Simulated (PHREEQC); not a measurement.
**Reverse-osmosis permeate**

Model water analysis in mg/L, 25 °C, pH 5.91, pe 8.2:

| constituent | mg/L |
|---|---|
| Na | 1.93 |
| K | 0.482 |
| Ca | 1.36 |
| Mg | 0.512 |
| Cl | 2.06 |
| S(6) as SO4 | 6.2 |
| Alkalinity as HCO3 | 0.93 |
| Pb | 0.599 |

Valence states are taken as typed.

All values are PHREEQC results (ion-association model, phreeqc.dat), not measurements.

Each row changes one thing in this solution. Precipitation was switched off in this run.

```tsv
case	CO2 (mol/kgw)	HCO3- (mol/kgw)	Pb+2 (mol/kgw)	CaSO4 (mol/kgw)	MgSO4 (mol/kgw)	PbSO4 (mol/kgw)	SI of Pb(OH)2 (Pb(OH)2)	SI of Anglesite (PbSO4)
as made	4.43e-5	1.64e-5	2.70e-6	3.23e-7	2.64e-7	8.22e-8	-1.93	-2.04
Pb from 0.599 to 0.299 mg/L	…	1.64e-5	…	3.24e-7	2.64e-7	4.11e-8	-2.24	-2.35
pH from 5.91 to 5.5 at the same alkalinity	0.000128	1.84e-5	2.74e-6	3.23e-7	2.64e-7	…	-2.75	-2.04
all concentrations times 4 at the same typed pH	0.000162	…	…	4.24e-6	3.44e-6	9.83e-7	-1.41	-0.97
```

**Question.** Some entries are withheld; supply them.

**Answer.** 
- Pb from 0.599 to 0.299 mg/L, CO2 (mol/kgw): 4.45e-5
- Pb from 0.599 to 0.299 mg/L, Pb+2 (mol/kgw): 1.35e-6
- pH from 5.91 to 5.5 at the same alkalinity, PbSO4 (mol/kgw): 8.32e-8
- all concentrations times 4 at the same typed pH, HCO3- (mol/kgw): 6.09e-5
- all concentrations times 4 at the same typed pH, Pb+2 (mol/kgw): 9.67e-6

Species that the database lacks are ignored.
